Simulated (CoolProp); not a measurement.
Vapour-liquid equilibrium of o-xylene (1) + n-decane (2) at 11.2 bar; x and y are mole fractions of (1).

Model: multi-fluid Helmholtz-energy mixture model, Zhou 2012 and Lemmon 2006; pair parameters Bell 2016, in CoolProp.

### Question
Give the bubble temperature and the first vapour's composition at x = 0.15, 0.35, 0.95. Is there an azeotrope?

### Answer
x = 0.15: 567.4 K, y = 0.190; x = 0.35: 560.2 K, y = 0.425; x = 0.95: 540.1 K, y = 0.966. No azeotrope shows between x = 0.05 and 0.95.

Pair parameters are fitted to limited data, so mixtures are less certain than the pure fluids.
